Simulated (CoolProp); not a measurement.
A simple Rankine cycle with isobutane: condensing at 301.15 K, boiler at 1.76 MPa, turbine inlet 371.6 K, turbine efficiency 0.8, pump efficiency 0.7, no recuperator. Each further row changes one setting.

Computed with CoolProp (reference Helmholtz-energy equation of state, Bücker 2006).

```
case                             thermal efficiency (%)  net work (kJ/kg)  heat in (kJ/kg)  turbine exit temperature (K)  volume ratio over the turbine
-------------------------------  ----------------------  ----------------  ---------------  ----------------------------  -----------------------------
as stated                                          11.1              46.1              414                         324.2                           5.21
turbine inlet 391.6 K                              11.1                 …                …                         347.7                           4.95
condensing temperature 293.15 K                    12.4              53.8              434                         318.6                           6.57
boiler pressure 1.23 MPa                            9.0              39.2              436                             …                           3.34
turbine efficiency 0.7                              9.6              39.9              414                         327.5                              …
```

Task: Complete the blanks.

Result: 
- turbine inlet 391.6 K, net work (kJ/kg): 51.7
- turbine inlet 391.6 K, heat in (kJ/kg): 465
- boiler pressure 1.23 MPa, turbine exit temperature (K): 339.2
- turbine efficiency 0.7, volume ratio over the turbine: 5.28
